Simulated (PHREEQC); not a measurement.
A solution holds 0.27 mol ZnCl2 per kg of water, at 77 °C. Closed to the air; pH follows from the charge balance.

Computed with PHREEQC (ion-association model, wateq4f.dat).

```csv
quantity,before,after
pH,4.53,4.74
ionic strength (mol/kgw),0.442,0.696
Cl- (mol/kgw),0.318,0.470
```

What was changed between the two runs?
(A) ZnCl2 replaced by SrCl2 at the same molality
(B) temperature from 77 to 15 °C
(C) 0.23 mol/kgw Na2SO4 added
(D) ZnCl2 from 0.27 to 0.54 mol/kgw
(E) ZnCl2 from 0.27 to 0.054 mol/kgw

B, temperature from 77 to 15 °C

No solid was allowed to form. Away from 25 °C the constants follow the database's enthalpies or fits; those with neither stay at their 25 °C values.
